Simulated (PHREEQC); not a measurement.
Dissolve 0.0022 mol/kgw NaHCO3 and 0.00031 mol/kgw NaCl at 25 °C. Closed to the air; pH follows from the charge balance.

Equilibrium calculation in PHREEQC: ion-association model, phreeqc.dat.

**Question.** The ionic strength comes out as 0.00253 mol/kgw. What activity coefficients do CO3-2, Cl-, Na+, OH-, HCO3- get?

**Answer.** CO3-2 0.81, Cl- 0.95, Na+ 0.95, OH- 0.95, HCO3- 0.95.

Precipitation was switched off in this run.
